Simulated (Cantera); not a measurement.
A Cantera script and what it prints.

```python
import numpy as np
import cantera as ct

gas_names = [...]  # 151 gases of nasa_gas.yaml made of C, H, N, O, Si
cond_names = """
    C(gr) C6H6(L) C7H8(L) C8H18(L),n-octa H2O(s) H2O(L) Si(cr) Si(L) SiC(b) SiO2(Lqz) SiO2(hqz) SiO2(L)
    Si2N2O(s) Si3N4(a)
""".split()


# ... load() reads the species with a 1 bar reference pressure and builds the phases ...
atoms = {
    'TEOS': {'Si': 1, 'C': 8, 'H': 20, 'O': 4},
    'N2O': {'N': 2, 'O': 1},
    'N2': {'N': 2},
    'O3': {'O': 3},
}
top_T = {'C(gr)': 4500, 'SiC(b)': 3050, 'Si2N2O(s)': 2100, 'Si3N4(a)': 2400}  # K; cautious upper limits of use, not melting points


# ... equilibrate(T, P, feed) seeds the gas with the atoms and calls Mixture.equilibrate('TP', solver="vcs", rtol=1e-11, max_steps=5000) ...
results = []
feed = {'TEOS': 1, 'N2O': 0.15, 'N2': 170, 'O3': 0.95}  # mol
P = 1000  # Pa
for T in [673, 773, 873, 973, 1073, 1173, 1273, 1373, 1473]:
    mix = equilibrate(T, P, feed)
    results.append((T, P, feed, dict(zip(mix.species_names, mix.species_moles))))
    x = sorted(zip(gas.X, gas.species_names), reverse=True)
    print(f"T = {T:g} K  P = {P:g} Pa  gas = {mix.phase_moles(0):.4g} mol")
    print("   x: " + "  ".join(f"{s} {v:.3e}" for v, s in x if v > 1e-06))
    print("   condensed (mol): " + ("  ".join(f"{mix.phase(i).name} {mix.phase_moles(i):.4g}"
          for i in range(1, mix.n_phases) if mix.phase_moles(i) > 1e-12) or "none"))
```

Result:

```
T = 673 K  P = 1000 Pa  gas = 182.9 mol
   x: N2 9.303e-01  H2 4.978e-02  CO2 7.776e-03  CO 7.648e-03  H2O 4.137e-03  CH4 3.782e-04  NH3 1.442e-06
   condensed (mol): C(gr) 5.11  SiO2(Lqz) 1
T = 773 K  P = 1000 Pa  gas = 184.8 mol
   x: N2 9.209e-01  H2 5.340e-02  CO 2.371e-02  CO2 1.373e-03  H2O 6.035e-04  CH4 6.037e-05
   condensed (mol): C(gr) 3.354  SiO2(Lqz) 1
T = 873 K  P = 1000 Pa  gas = 185.1 mol
   x: N2 9.191e-01  H2 5.393e-02  CO 2.679e-02  CO2 8.144e-05  H2O 6.145e-05  CH4 1.305e-05
   condensed (mol): C(gr) 3.024  SiO2(hqz) 1
T = 973 K  P = 1000 Pa  gas = 185.1 mol
   x: N2 9.190e-01  H2 5.399e-02  CO 2.698e-02  H2O 9.061e-06  CO2 7.302e-06  CH4 3.747e-06
   condensed (mol): C(gr) 3.002  SiO2(hqz) 1
T = 1073 K  P = 1000 Pa  gas = 186 mol
   x: N2 9.124e-01  H2 5.375e-02  CO 3.385e-02  HCN 3.414e-06  H2O 2.366e-06  CO2 1.614e-06  CH4 1.328e-06
   condensed (mol): C(gr) 1.702  SiO2(hqz) 0.1345  Si2N2O(s) 0.4327
T = 1173 K  P = 1000 Pa  gas = 186.1 mol
   x: N2 9.114e-01  H2 5.371e-02  CO 3.492e-02  HCN 1.214e-05
   condensed (mol): C(gr) 1.498  Si2N2O(s) 0.5
T = 1273 K  P = 1000 Pa  gas = 186.2 mol
   x: N2 9.113e-01  H2 5.370e-02  CO 3.492e-02  HCN 3.532e-05  H 1.653e-06
   condensed (mol): C(gr) 1.493  Si2N2O(s) 0.5
T = 1373 K  P = 1000 Pa  gas = 186.2 mol
   x: N2 9.113e-01  H2 5.367e-02  CO 3.492e-02  HCN 8.778e-05  H 7.715e-06  SiO 2.994e-06
   condensed (mol): C(gr) 1.484  Si2N2O(s) 0.4997
T = 1473 K  P = 1000 Pa  gas = 186.2 mol
   x: N2 9.112e-01  H2 5.360e-02  CO 3.490e-02  HCN 1.925e-04  SiO 3.536e-05  H 2.929e-05  HNC 2.971e-06
   condensed (mol): C(gr) 1.467  Si2N2O(s) 0.4967
```

These are equilibrium values from Cantera (NASA tables, ideal gas, pure condensed phases), not measurements of a reactor. The feed counts by its element totals alone. Mutual solubility and eutectic melting of coexisting phases are not modelled.
